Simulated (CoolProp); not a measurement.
Properties of R365MFC along the isotherm 468.1 K (Tc = 460.0 K, pc = 3266 kPa, ω = 0.377).

Model: reference Helmholtz-energy equation of state, Lemmon 2016, in CoolProp.

```json
[
 {"p (kPa)": "1360", "phase": "gas", "Z": "0.8442", "cp (kJ/(kg K))": "1.360", "speed of sound (m/s)": "142.1", "fugacity coefficient": "0.8614"},
 {"p (kPa)": "2720", "phase": "gas", "Z": "0.6443", "cp (kJ/(kg K))": "1.723", "speed of sound (m/s)": "111.8", "fugacity coefficient": "0.7301"},
 {"p (kPa)": "4080", "phase": "supercritical", "Z": "0.2432", "cp (kJ/(kg K))": "3.361", "speed of sound (m/s)": "109.6", "fugacity coefficient": "0.5887"},
 {"p (kPa)": "5440", "phase": "supercritical", "Z": "0.2745", "cp (kJ/(kg K))": "2.113", "speed of sound (m/s)": "185.1", "fugacity coefficient": "0.4750"},
 {"p (kPa)": "6800", "phase": "supercritical", "Z": "0.3225", "cp (kJ/(kg K))": "1.921", "speed of sound (m/s)": "227.9", "fugacity coefficient": "0.4060"},
 {"p (kPa)": "8170", "phase": "supercritical", "Z": "0.3722", "cp (kJ/(kg K))": "1.832", "speed of sound (m/s)": "260.5", "fugacity coefficient": "0.3601"},
 {"p (kPa)": "9530", "phase": "supercritical", "Z": "0.4215", "cp (kJ/(kg K))": "1.777", "speed of sound (m/s)": "287.3", "fugacity coefficient": "0.3282"},
 {"p (kPa)": "10900", "phase": "supercritical", "Z": "0.4708", "cp (kJ/(kg K))": "1.740", "speed of sound (m/s)": "310.8", "fugacity coefficient": "0.3046"},
 {"p (kPa)": "12200", "phase": "supercritical", "Z": "0.5171", "cp (kJ/(kg K))": "1.713", "speed of sound (m/s)": "330.7", "fugacity coefficient": "0.2877"},
 {"p (kPa)": "13600", "phase": "supercritical", "Z": "0.5664", "cp (kJ/(kg K))": "1.690", "speed of sound (m/s)": "350.3", "fugacity coefficient": "0.2737"},
 {"p (kPa)": "15000", "phase": "supercritical", "Z": "0.6152", "cp (kJ/(kg K))": "1.672", "speed of sound (m/s)": "368.3", "fugacity coefficient": "0.2630"},
 {"p (kPa)": "16300", "phase": "supercritical", "Z": "0.6601", "cp (kJ/(kg K))": "1.658", "speed of sound (m/s)": "383.9", "fugacity coefficient": "0.2552"}
]
```

The peak of cp marks the crossing from liquid-like to gas-like fluid above the critical point.
